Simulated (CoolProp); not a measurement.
Values from CoolProp's reference Helmholtz-energy equation of state, Wagner 2002.

Problem. For water, give the phase and the Z, cp (kJ/(kg K)), speed of sound (m/s), Joule-Thomson coefficient (K/MPa) at 391.45 °C and 7.58 MPa.

Solution. 
- 391.45 °C and 7.58 MPa: gas; Z 0.885, cp 2.80, speed of sound 590, Joule-Thomson coefficient 7.49
